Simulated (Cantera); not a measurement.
A Cantera script and its output.

```python
import numpy as np
import cantera as ct

gas = ct.Solution("gri30.yaml")
gas.TPX = 1775, 620000, {'CH4': 1, 'CO': 0.11, 'O2': 1.37, 'N2': 5.15, 'CO2': 0.28}
reactor = ct.IdealGasReactor(gas, energy="on", clone=False)
net = ct.ReactorNet([reactor])
net.rtol, net.atol = 1e-08, 1e-16
show = ['CH4', 'CO', 'O2', 'H2O2', 'N2O', 'H', 'C2H']
times = np.geomspace(2e-06, 0.1, 10)

steps = ct.SolutionArray(gas, extra=["t"])
rows = []
print(f"{'t/s':>10s}{'T/K':>9s}{'P/Pa':>11s}" + "".join(f"{s:>11s}" for s in show))
for t in times:
    while net.time < t:
        t_next = net.step()
        steps.append(gas.state, t=t_next)
    rows.append([np.interp(t, steps.t, y) for y in (steps.T, steps.P, *steps(*show).X.T)])
    print(f"{t:10.3e}{rows[-1][0]:9.1f}{rows[-1][1]:11.4g}" + "".join(f"{x:11.3e}" for x in rows[-1][2:]))
rate = np.gradient(steps.T, steps.t)
print("integrator steps:", len(steps.t))
if steps.T.max() > steps.T[0] + 200:
    print(f"time of steepest temperature rise: {steps.t[rate.argmax()]:.4e} s")
gas.TPX = 1775, 620000, {'CH4': 1, 'CO': 0.11, 'O2': 1.37, 'N2': 5.15, 'CO2': 0.28}
gas.equilibrate("UV")
print(f"equilibrium (UV): T = {gas.T:.1f} K  " + "  ".join(f"{s} {gas[s].X[0]:.3e}" for s in show))
```

It prints:

```
       t/s      T/K       P/Pa        CH4         CO         O2       H2O2        N2O          H        C2H
 2.000e-06   1774.5  6.198e+05  1.263e-01  1.390e-02  1.731e-01  3.823e-07  3.907e-10  6.929e-07  1.989e-16
 6.655e-06   1774.5    6.2e+05  1.254e-01  1.391e-02  1.728e-01  8.305e-07  2.728e-09  1.863e-06  1.790e-13
 2.214e-05   1821.6  6.385e+05  1.124e-01  1.643e-02  1.648e-01  7.107e-06  3.604e-08  2.846e-05  1.287e-09
 7.368e-05   3117.1  1.203e+06  7.219e-12  1.151e-01  3.045e-03  6.235e-07  8.562e-07  1.514e-02  2.956e-15
 2.452e-04   3110.5  1.201e+06  7.565e-12  1.155e-01  2.857e-03  5.966e-07  9.338e-07  1.496e-02  2.963e-15
 8.158e-04   3110.4  1.201e+06  7.566e-12  1.155e-01  2.856e-03  5.965e-07  9.342e-07  1.496e-02  2.963e-15
 2.714e-03   3110.4  1.201e+06  7.566e-12  1.155e-01  2.856e-03  5.965e-07  9.342e-07  1.496e-02  2.963e-15
 9.032e-03   3110.4  1.201e+06  7.566e-12  1.155e-01  2.856e-03  5.965e-07  9.342e-07  1.496e-02  2.963e-15
 3.005e-02   3110.4  1.201e+06  7.566e-12  1.155e-01  2.856e-03  5.965e-07  9.342e-07  1.496e-02  2.963e-15
 1.000e-01   3110.4  1.201e+06  7.566e-12  1.155e-01  2.856e-03  5.965e-07  9.342e-07  1.496e-02  2.963e-15
integrator steps: 1720
time of steepest temperature rise: 3.0713e-05 s
equilibrium (UV): T = 3110.4 K  CH4 8.950e-12  CO 1.155e-01  O2 2.856e-03  H2O2 5.965e-07  N2O 9.342e-07  H 1.496e-02  C2H 3.138e-15
```

Computed with Cantera and GRI-Mech 3.0 (53 species, 325 reactions). Above 3000 K some thermodynamic fits are extrapolated.
